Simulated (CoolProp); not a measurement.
Carbon dioxide at 480.04 K and 9.49 MPa is throttled through a valve to 0.249 MPa with no heat exchange. Each further row changes one setting.

Model: reference Helmholtz-energy equation of state, Span 1996, in CoolProp.

| case | temperature change (K) | final density (kg/m³) |
|---|---|---|
| as stated | -32.6 | 2.95 |
| outlet pressure 0.0747 MPa | -33.3 | 0.886 |
| outlet pressure 0.324 MPa | -32.3 | 3.84 |
